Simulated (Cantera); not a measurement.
An adiabatic, constant-volume homogeneous reactor starts with CO : H₂ : O₂ : N₂ = 1 : 0.064 : 0.484 : 3.29 (molar parts), at 1650 K and 101000 Pa. Integrator tolerance rtol = 1e-08.

Computed with Cantera and GRI-Mech 3.0 (53 species, 325 reactions).

Task: What does this change do: pressure from 101000 Pa to 45000 Pa?

Result: 
```tsv
quantity	before	after
time of steepest temperature rise	55.6 µs	0.117 ms
temperature at 0.200 s	2771 K	2710 K
equilibrium temperature	2771 K	2710 K
x(CO) at 0.200 s	0.0891 (gas-phase equilibrium 0.0891)	0.0942 (gas-phase equilibrium 0.0942)
x(H₂) at 0.200 s	0.000957 (gas-phase equilibrium 0.000957)	0.00103 (gas-phase equilibrium 0.00103)
x(O₂) at 0.200 s	0.0248 (gas-phase equilibrium 0.0248)	0.0271 (gas-phase equilibrium 0.0271)
x(H₂O) at 0.200 s	0.00971 (gas-phase equilibrium 0.00971)	0.00924 (gas-phase equilibrium 0.00924)
x(O) at 0.200 s	0.00607 (gas-phase equilibrium 0.00607)	0.00747 (gas-phase equilibrium 0.00747)
x(H₂O₂) at 0.200 s	2.31e-8 (gas-phase equilibrium 2.31e-8)	1.35e-8 (gas-phase equilibrium 1.35e-8)
x(NO₂) at 0.200 s	3.48e-6 (gas-phase equilibrium 3.48e-6)	2.41e-6 (gas-phase equilibrium 2.41e-6)
```

Task: What does this change do: pressure from 101000 Pa to 22000 Pa?

Result: 
| quantity | before | after |
|---|---|---|
| time of steepest temperature rise | 55.6 µs | 0.152 ms |
| temperature at 0.200 s | 2771 K | 2656 K |
| equilibrium temperature | 2771 K | 2656 K |
| x(CO) at 0.200 s | 0.0891 (gas-phase equilibrium 0.0891) | 0.0985 (gas-phase equilibrium 0.0985) |
| x(H₂) at 0.200 s | 0.000957 (gas-phase equilibrium 0.000957) | 0.00109 (gas-phase equilibrium 0.00109) |
| x(O₂) at 0.200 s | 0.0248 (gas-phase equilibrium 0.0248) | 0.0289 (gas-phase equilibrium 0.0289) |
| x(H₂O) at 0.200 s | 0.00971 (gas-phase equilibrium 0.00971) | 0.00881 (gas-phase equilibrium 0.00881) |
| x(O) at 0.200 s | 0.00607 (gas-phase equilibrium 0.00607) | 0.00883 (gas-phase equilibrium 0.00883) |
| x(H₂O₂) at 0.200 s | 2.31e-8 (gas-phase equilibrium 2.31e-8) | 8.37e-9 (gas-phase equilibrium 8.37e-9) |
| x(NO₂) at 0.200 s | 3.48e-6 (gas-phase equilibrium 3.48e-6) | 1.72e-6 (gas-phase equilibrium 1.72e-6) |
